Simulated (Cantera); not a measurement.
## Thermodynamics of metals in furnace atmospheres, feed Fe + CO + H₂ + O₂

Feed: 1 mol Fe, 5.6 mol CO, 110 mol H₂, 0.1 mol O₂, at 1.00 bar.

Method: chemical equilibrium by Gibbs-energy minimisation in Cantera with the NASA 1993 tables (ideal gas, pure condensed phases). Candidate condensed phases: C, C₆H₆, C₇H₈, C₈H₁₈, Fe, Fe(CO)₅, FeO, Fe(OH)₂, Fe(OH)₃, Fe₂O₃, Fe₃O₄, H₂O; 114 gas species. Equilibrium is a limit: real reactors are often held back by kinetics, nucleation or transport.

```
T (K)   x H₂    x H₂O     x CH₄      x CO     x CO₂       x H      x Fe    x C₂H₆  n Fe(α)  n Fe(γ)  n Fe(δ)
-----  -----  -------  --------  --------  --------  --------  --------  --------  -------  -------  -------
725    0.891   0.0555    0.0536   4.27e-6   2.01e-6    <1e-12    <1e-12   2.13e-8     1.00        0        0
825    0.891   0.0550    0.0532  0.000361   7.96e-5  7.49e-12    <1e-12   8.79e-8     1.00        0        0
925    0.902   0.0450    0.0439   0.00798  0.000804  2.47e-10    <1e-12   1.85e-7     1.00        0        0
1025   0.928   0.0217    0.0207    0.0288  0.000873   4.20e-9    <1e-12   1.01e-7     1.00        0        0
1125   0.942  0.00875   0.00735    0.0415  0.000350   4.31e-8  3.36e-12   2.70e-8     1.00        0        0
1225   0.947  0.00408   0.00248    0.0461  0.000135   3.03e-7  1.13e-10   5.81e-9        0     1.00        0
1325   0.949  0.00246  0.000798    0.0477   6.64e-5   1.59e-6   2.20e-9   1.04e-9        0     1.00        0
1425   0.950  0.00193  0.000244    0.0482   4.31e-5   6.65e-6   2.79e-8  1.56e-10        0    1.000        0
1525   0.950  0.00177   7.66e-5    0.0483   3.35e-5   2.31e-5   2.53e-7  2.31e-11        0    1.000        0
1625   0.950  0.00173   2.64e-5    0.0484   2.83e-5   6.88e-5   1.73e-6  3.92e-12        0    1.000        0
1725   0.950  0.00172   1.02e-5    0.0484   2.48e-5  0.000181   9.42e-6    <1e-12        0        0    0.999
```
x: gas mole fraction; n: condensed amount in mol.

From 725 K to 1125 K the condensed part is Fe(α). From 1225 K to 1625 K the condensed part is Fe(γ). At 1725 K the condensed part is Fe(δ).
